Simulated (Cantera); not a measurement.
Predominance diagram of Mg at 925 K against the partial pressures of O₂ and F₂ (log10, bar). Cantera with NASA thermochemical tables; ideal gases at 1 bar, condensed phases pure. Candidates: Mg(l), MgF₂(s), MgO(s). Only these pure phases compete in this equilibrium. Not in the tables: oxide halides.

Problem. Which phase is stable at these pairs, and which metal-bearing vapour leads over it? (-16.6, -27); (-3.8, -9.6); (-21.7, -1.9); (-1.3, -25.1); (-1.3, -3.9); (-5.1, 0); (-20.4, -21.2)

Solution. 
| log p(O₂) | log p(F₂) | phase | chief vapour | log p (bar) |
|---|---|---|---|---|
| -16.6 | -27 | MgF₂(s) | MgF₂ | -12.5 |
| -3.8 | -9.6 | MgF₂(s) | MgF₂ | -12.5 |
| -21.7 | -1.9 | MgF₂(s) | MgF₂ | -12.5 |
| -1.3 | -25.1 | MgF₂(s) | MgF₂ | -12.5 |
| -1.3 | -3.9 | MgF₂(s) | MgF₂ | -12.5 |
| -5.1 | 0 | MgF₂(s) | MgF₂ | -12.5 |
| -20.4 | -21.2 | MgF₂(s) | MgF₂ | -12.5 |
